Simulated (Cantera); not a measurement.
Input (Python, Cantera):

```python
import numpy as np
import cantera as ct

gas = ct.Solution("gri30.yaml")
gas.TPX = 1250, 4100, {'N2O': 1, 'H2O': 0.018}
reactor = ct.IdealGasConstPressureReactor(gas, energy="off", clone=False)
net = ct.ReactorNet([reactor])
net.rtol, net.atol = 1e-08, 1e-18
show = ['N2O', 'H2O', 'OH', 'H', 'HO2', 'H2']
times = np.geomspace(0.0008, 6, 13)

steps = ct.SolutionArray(gas, extra=["t"])
rows = []
print(f"{'t/s':>10s}{'T/K':>9s}{'P/Pa':>11s}" + "".join(f"{s:>11s}" for s in show))
for t in times:
    while net.time < t:
        t_next = net.step()
        steps.append(gas.state, t=t_next)
    rows.append([np.interp(t, steps.t, y) for y in (steps.T, steps.P, *steps(*show).X.T)])
    print(f"{t:10.3e}{rows[-1][0]:9.1f}{rows[-1][1]:11.4g}" + "".join(f"{x:11.3e}" for x in rows[-1][2:]))
rate = np.gradient(steps.T, steps.t)
print("integrator steps:", len(steps.t))
if steps.T.max() > steps.T[0] + 200:
    print(f"time of steepest temperature rise: {steps.t[rate.argmax()]:.4e} s")
gas.TPX = 1250, 4100, {'N2O': 1, 'H2O': 0.018}
gas.equilibrate("TP")
print(f"equilibrium (TP): T = {gas.T:.1f} K  " + "  ".join(f"{s} {gas[s].X[0]:.3e}" for s in show))
```

Result:

```
       t/s      T/K       P/Pa        N2O        H2O         OH          H        HO2         H2
 8.000e-04   1250.0       4100  9.822e-01  1.768e-02  8.640e-07  2.060e-10  4.896e-08  2.832e-11
 1.683e-03   1250.0       4100  9.822e-01  1.768e-02  1.859e-06  4.662e-10  2.365e-07  2.335e-10
 3.539e-03   1250.0       4100  9.820e-01  1.768e-02  3.550e-06  9.634e-10  9.594e-07  1.581e-09
 7.445e-03   1250.0       4100  9.816e-01  1.767e-02  5.941e-06  1.796e-09  2.935e-06  7.841e-09
 1.566e-02   1250.0       4100  9.808e-01  1.767e-02  8.897e-06  2.796e-09  5.168e-06  2.626e-08
 3.294e-02   1250.0       4100  9.790e-01  1.765e-02  1.183e-05  3.436e-09  4.866e-06  5.917e-08
 6.928e-02   1250.0       4100  9.754e-01  1.763e-02  1.418e-05  3.744e-09  3.709e-06  8.940e-08
 1.457e-01   1250.0       4100  9.677e-01  1.759e-02  1.644e-05  3.901e-09  2.726e-06  8.710e-08
 3.065e-01   1250.0       4100  9.520e-01  1.749e-02  1.860e-05  3.913e-09  1.898e-06  5.888e-08
 6.447e-01   1250.0       4100  9.202e-01  1.730e-02  2.068e-05  3.958e-09  1.193e-06  4.225e-08
 1.356e+00   1250.0       4100  8.579e-01  1.694e-02  2.237e-05  4.155e-09  6.644e-07  3.596e-08
 2.853e+00   1250.0       4100  7.442e-01  1.626e-02  2.322e-05  4.549e-09  3.291e-07  3.447e-08
 6.000e+00   1250.0       4100  5.619e-01  1.518e-02  2.311e-05  5.291e-09  1.439e-07  3.657e-08
integrator steps: 1085
equilibrium (TP): T = 1250.0 K  N2O 4.091e-09  H2O 1.186e-02  OH 4.937e-06  H 1.431e-10  HO2 4.965e-09  H2 3.543e-09
```

Model: GRI-Mech 3.0 (53 species, 325 reactions), integrated in Cantera. GRI-Mech 3.0 was tuned for natural gas; its chemistry of N2O as a main component is partial and can be far from experiment. Radical loss at walls, strong at low pressure, is not modelled. The mechanism lacks the step 2 NO + O2 → 2 NO2, which can matter for NO2 below about 1400 K. The temperature is held fixed by assumption; the heat of reaction is taken as removed at once.
